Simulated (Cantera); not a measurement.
Mixture: CH₄ : O₂ : N₂ : H₂O = 1 : 1 : 3.76 : 1.1 (molar parts), equivalence ratio 2.0, at 7500 Torr, adiabatic and at constant volume. Ignition delay is the time to a rise of 400 K.

Computed with Cantera and GRI-Mech 3.0 (53 species, 325 reactions).

**Question.** What does this change do: CH4 1 to 1.5 parts?

**Answer.** 
| quantity | before | after |
|---|---|---|
| delay at 1173 K | 9.76 ms | 12.7 ms |
| delay at 1248 K | 4.20 ms | 5.47 ms |
| delay at 1323 K | 1.92 ms | 2.48 ms |
| delay at 1398 K | 0.908 ms | 1.16 ms |
| delay at 1473 K | 0.435 ms | 0.546 ms |
| delay at 1548 K | 0.210 ms | 0.259 ms |
| apparent activation energy between 1398 and 1548 K | 180 kJ/mol | 180 kJ/mol |

**Question.** What does this change do: constant pressure in place of constant volume?

**Answer.** 
```tsv
quantity	before	after
delay at 1173 K	9.76 ms	10.3 ms
delay at 1248 K	4.20 ms	4.50 ms
delay at 1323 K	1.92 ms	2.09 ms
delay at 1398 K	0.908 ms	0.996 ms
delay at 1473 K	0.435 ms	0.481 ms
delay at 1548 K	0.210 ms	0.233 ms
apparent activation energy between 1398 and 1548 K	180 kJ/mol	170 kJ/mol
```
